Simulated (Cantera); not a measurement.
**Equilibrium for silicon epitaxy and polysilicon growth: SiCl4 + HCl + H2**

A closed system holds: 1 mol SiCl4, 0.32 mol HCl, 210 mol H2, held at 210 Torr.

Cantera equilibrium calculation (NASA polynomials, part measured and part estimated; ideal gas, pure solids and liquids). Candidate condensed phases: Si; 19 gas species. The tables' values for SiCl3 are old estimates; treat these amounts as uncertain. Gases not in the tables: Si2H6 and higher silanes. Equilibrium is a limit: real reactors are often held back by kinetics, nucleation or transport.

```json
[
 {"T (K)": "1148", "log p H2": "-0.56", "log p HCl": "-2.42", "log p SiCl2": "-3.93", "log p SiHCl3": "-3.61", "log p SiCl4": "-3.77", "log p H": "-7.42", "log p SiH2Cl2": "-4.35", "n Si(s)": "0.529", "n Si(l)": "0"},
 {"T (K)": "1198", "log p H2": "-0.56", "log p HCl": "-2.36", "log p SiCl2": "-3.78", "log p SiHCl3": "-3.84", "log p SiCl4": "-4.06", "log p H": "-7.00", "log p SiH2Cl2": "-4.49", "n Si(s)": "0.642", "n Si(l)": "0"},
 {"T (K)": "1248", "log p H2": "-0.56", "log p HCl": "-2.32", "log p SiCl2": "-3.69", "log p SiHCl3": "-4.10", "log p SiCl4": "-4.41", "log p H": "-6.61", "log p SiH2Cl2": "-4.66", "n Si(s)": "0.712", "n Si(l)": "0"},
 {"T (K)": "1298", "log p H2": "-0.56", "log p HCl": "-2.31", "log p SiCl2": "-3.63", "log p SiHCl3": "-4.40", "log p SiCl4": "-4.80", "log p H": "-6.25", "log p SiH2Cl2": "-4.85", "n Si(s)": "0.748", "n Si(l)": "0"},
 {"T (K)": "1348", "log p H2": "-0.56", "log p HCl": "-2.30", "log p SiCl2": "-3.59", "log p SiHCl3": "-4.69", "log p SiCl4": "-5.18", "log p H": "-5.92", "log p SiH2Cl2": "-5.04", "n Si(s)": "0.762", "n Si(l)": "0"},
 {"T (K)": "1398", "log p H2": "-0.56", "log p HCl": "-2.30", "log p SiCl2": "-3.56", "log p SiHCl3": "-4.98", "log p SiCl4": "-5.56", "log p H": "-5.61", "log p SiH2Cl2": "-5.22", "n Si(s)": "0.767", "n Si(l)": "0"},
 {"T (K)": "1448", "log p H2": "-0.56", "log p HCl": "-2.30", "log p SiCl2": "-3.54", "log p SiHCl3": "-5.25", "log p SiCl4": "-5.91", "log p H": "-5.32", "log p SiH2Cl2": "-5.39", "n Si(s)": "0.766", "n Si(l)": "0"},
 {"T (K)": "1498", "log p H2": "-0.56", "log p HCl": "-2.30", "log p SiCl2": "-3.52", "log p SiHCl3": "-5.50", "log p SiCl4": "-6.25", "log p H": "-5.05", "log p SiH2Cl2": "-5.55", "n Si(s)": "0.762", "n Si(l)": "0"},
 {"T (K)": "1548", "log p H2": "-0.56", "log p HCl": "-2.30", "log p SiCl2": "-3.51", "log p SiHCl3": "-5.74", "log p SiCl4": "-6.56", "log p H": "-4.79", "log p SiH2Cl2": "-5.71", "n Si(s)": "0.757", "n Si(l)": "0"},
 {"T (K)": "1598", "log p H2": "-0.56", "log p HCl": "-2.30", "log p SiCl2": "-3.50", "log p SiHCl3": "-5.96", "log p SiCl4": "-6.86", "log p H": "-4.55", "log p SiH2Cl2": "-5.85", "n Si(s)": "0.751", "n Si(l)": "0"},
 {"T (K)": "1648", "log p H2": "-0.56", "log p HCl": "-2.30", "log p SiCl2": "-3.49", "log p SiHCl3": "-6.18", "log p SiCl4": "-7.14", "log p H": "-4.33", "log p SiH2Cl2": "-5.98", "n Si(s)": "0.745", "n Si(l)": "0"},
 {"T (K)": "1698", "log p H2": "-0.56", "log p HCl": "-2.30", "log p SiCl2": "-3.48", "log p SiHCl3": "-6.38", "log p SiCl4": "-7.40", "log p H": "-4.12", "log p SiH2Cl2": "-6.12", "n Si(s)": "0", "n Si(l)": "0.742"},
 {"T (K)": "1748", "log p H2": "-0.56", "log p HCl": "-2.30", "log p SiCl2": "-3.51", "log p SiHCl3": "-6.60", "log p SiCl4": "-7.67", "log p H": "-3.92", "log p SiH2Cl2": "-6.27", "n Si(s)": "0", "n Si(l)": "0.754"}
]
```
log p: log10 of the partial pressure in bar; n: condensed amount in mol.

From 1148 K to 1648 K the condensed part is Si(s). From 1698 K to 1748 K the condensed part is Si(l). The main Si-bearing gas is SiHCl3 at 1148 K and SiCl2 at 1748 K. The share of Si in condensed phases is highest at 1398 K (76.7 %) and lowest at 1148 K (52.9 %).
